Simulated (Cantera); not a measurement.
Input (Python, Cantera) and output of one run.

```python
import numpy as np
import cantera as ct

gas_names = """
    H H2 N NH NH2 NH3 N2 N2H2 N2H4 Si SiH SiH2 SiH3 SiH4 SiN Si2 Si2N Si3
""".split()
cond_names = """
    Si(cr) Si(L) Si3N4(a)
""".split()


def load(file, names, dense=False):
    # The tables refer to 1 bar. Condensed volumes are neglected.
    table = {s.name: s for s in ct.Species.list_from_file(file)}
    out = []
    for n in names:
        d = dict(table[n].input_data)
        d["thermo"] = dict(d["thermo"], **{"reference-pressure": 1e5})
        if dense:
            d["equation-of-state"] = {"model": "constant-volume", "density": "1e6 g/cm^3"}
        out.append(ct.Species.from_dict(d))
    return out


gas = ct.Solution(thermo="ideal-gas", species=load("nasa_gas.yaml", gas_names))
cond = {s.name: ct.Solution(thermo="fixed-stoichiometry", species=[s], name=s.name)
        for s in load("nasa_condensed.yaml", cond_names, dense=True)}
atoms = {
    'trisilylamine': {'Si': 3, 'N': 1, 'H': 9},
    'N2': {'N': 2},
}
top_T = {'Si3N4(a)': 2400}  # K; cautious upper limits of use, not melting points


def equilibrate(T, P, feed):
    n = {}
    for name, mol in feed.items():
        for a, k in atoms[name].items():
            n[a] = n.get(a, 0.0) + k * mol
    gas.TPX = T, P, n
    mass = sum(n.values()) * gas.mean_molecular_weight
    gas.equilibrate("TP")
    valid = [c for c in cond.values() if c.min_temp <= T <= top_T.get(c.name, c.max_temp)]
    mix = ct.Mixture([(gas, mass / gas.mean_molecular_weight)] + [(c, 0.0) for c in valid])
    mix.T, mix.P = T, P
    mix.equilibrate("TP", solver="vcs", rtol=1e-11, max_steps=5000)
    return mix


results = []
feed = {'trisilylamine': 1, 'N2': 0.38}  # mol
T = 1150  # K
P = 2900  # Pa
mix = equilibrate(T, P, feed)
results.append((T, P, feed, dict(zip(mix.species_names, mix.species_moles))))
x = sorted(zip(gas.X, gas.species_names), reverse=True)
print(f"T = {T:g} K  P = {P:g} Pa  gas = {mix.phase_moles(0):.4g} mol")
print("   x: " + "  ".join(f"{s} {v:.3e}" for v, s in x if v > 0.0001))
print("   condensed (mol): " + ("  ".join(f"{mix.phase(i).name} {mix.phase_moles(i):.4g}"
      for i in range(1, mix.n_phases) if mix.phase_moles(i) > 1e-12) or "none"))
```

It prints:

```
T = 1150 K  P = 2900 Pa  gas = 4.5 mol
   x: H2 1.000e+00
   condensed (mol): Si(cr) 1.68  Si3N4(a) 0.44
```

Cantera equilibrium calculation (NASA polynomials, part measured and part estimated; ideal gas, pure solids and liquids). The feed counts by its element totals alone. Mutual solubility and eutectic melting of coexisting phases are not modelled.
